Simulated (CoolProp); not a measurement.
The numbers come from the reference Helmholtz-energy equation of state, Thol 2019 in CoolProp.

Question: For n-pentane, give the phase and the density (kg/m³), fugacity coefficient at 307.75 °C and 9.98 bar; 320.75 °C and 9.98 bar.

Answer: 
- 307.75 °C and 9.98 bar: gas; density 15.7, fugacity coefficient 0.953
- 320.75 °C and 9.98 bar: gas; density 15.3, fugacity coefficient 0.956
